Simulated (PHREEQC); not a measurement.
Solution (25 °C): 0.18 mol/kgw HF, 0.00078 mol/kgw (NH4)2SiF6, 0.13 mol/kgw H3BO3 and 0.099 mol/kgw H2SO4. Closed to the air; pH follows from the charge balance.

The numbers come from PHREEQC with the ion-association model, wateq4f.dat.

### Question
The ionic strength comes out as 0.177 mol/kgw. What activity coefficients do BF4-, NH4+, BF3OH-, SO4-2, H+ get?

### Answer
BF4- 0.69, NH4+ 0.75, BF3OH- 0.69, SO4-2 0.31, H+ 0.80.

No solid was allowed to form. Examples of supersaturated solids here: Quartz (slow to form), Chalcedony (slow to form). Others may be too. SiF6-2 is the database's only silicon fluoride. Real BF4- forms and hydrolyses slowly; the run takes it at equilibrium.
